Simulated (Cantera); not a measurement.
Catalytic stagnation flow on Pt

A jet of CH4 : O2 : N2 = 0.025 : 0.081 : 0.79 (molar parts), equivalence ratio 0.62 at 300 K and 30.0 Torr hits a platinum plate 3.7 cm away at a mass flux of 0.16 kg/m²/s; the plate temperature is set and raised in steps from an oxygen-covered start.

Cantera simulation using Deutschmann's 1995 Pt surface mechanism with GRI-Mech 3.0 gas chemistry; the numbers are that mechanism's predictions, not measurements. Catalytic surfaces can have several steady states; this one follows from the mechanism file's or the stated starting coverage.

```tsv
plate T (K)	wall x CH4	wall x O2	wall x H2O	wall x OH	wall x CO	wall x CO2	θ free Pt	θ O*
850	0.0251	0.0845	0.00517	<1e-8	7.65e-6	0.00337	0.190	0.810
900	0.0228	0.0795	0.00955	2.50e-8	1.01e-5	0.00624	0.263	0.737
950	0.0200	0.0736	0.0147	8.51e-8	1.24e-5	0.00962	0.340	0.659
1000	0.0173	0.0678	0.0198	2.45e-7	1.48e-5	0.0130	0.419	0.581
1050	0.0148	0.0626	0.0243	6.09e-7	1.74e-5	0.0160	0.495	0.504
1100	0.0128	0.0584	0.0279	1.36e-6	2.04e-5	0.0184	0.568	0.431
```
x: mole fraction at the wall; θ: surface coverage.
